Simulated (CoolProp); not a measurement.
Octamethyltrisiloxane (MDM) at several states: fugacity coefficient from the reference equation and from simpler models built on Tc = 565.4 K, pc = 1438 kPa, ω = 0.528; each cubic takes its own stable root.

Computed with CoolProp (reference Helmholtz-energy equation of state, Thol 2017).

```csv
T (K),p (kPa),phase,reference,van der Waals,Redlich-Kwong,Soave-Redlich-Kwong,Peng-Robinson
354.6,28.9,liquid,?,0.9825,0.9752,0.3318,0.3454
254.6,50.8,liquid,0.0003032,0.3675,?,0.0003751,0.0004676
268,780,liquid,?,0.04044,0.002155,8.709e-5,0.0001033
291,22,liquid,?,0.9794,?,0.01530,0.01742
239.8,819,liquid,4.427e-6,?,0.0003355,6.020e-6,7.792e-6
```

**Question.** Some entries are withheld; supply them.

**Answer.** 
- 354.6, reference: 0.3303
- 254.6, Redlich-Kwong: 0.01330
- 268, reference: 7.358e-5
- 291, reference: 0.01403
- 291, Redlich-Kwong: 0.2177
- 239.8, van der Waals: 0.01745

At some of these states van der Waals, Redlich-Kwong gives the other phase, because its saturation line lies elsewhere.
